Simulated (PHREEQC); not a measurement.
Solution (25 °C): 0.0024 mol NaHS, 0.00022 mol HCl and 7e-05 mol ZnCl2 per kg of water. Closed to the air; pH follows from the charge balance.

Equilibrium calculation in PHREEQC: ion-association model, wateq4f.dat.

```json
{
  "pH": "7.88",
  "ionic_strength": "0.00240 mol/kgw",
  "total_alkalinity": "2.18 meq/kg"
}
```

| species | molality | activity | log γ |
|---|---|---|---|
| Na+ | 0.00240 | 0.00228 | -0.023 |
| HS- | 0.00204 | 0.00193 | -0.024 |
| Cl- | 0.000360 | 0.000341 | -0.024 |
| H2S | 0.000221 | 0.000221 | 0.000 |
| Zn(HS)2 | 6.80e-5 | 6.80e-5 | 0.000 |
| Zn(HS)3- | 2.00e-6 | 1.90e-6 | -0.023 |
| OH- | 8.07e-7 | 7.64e-7 | -0.024 |

No solid was allowed to form. Examples of supersaturated solids here: ZnS(a), Sphalerite (slow to form). Others may be too. Species that the database lacks are ignored. The polysulfide entries of wateq4f.dat were taken out for this run.
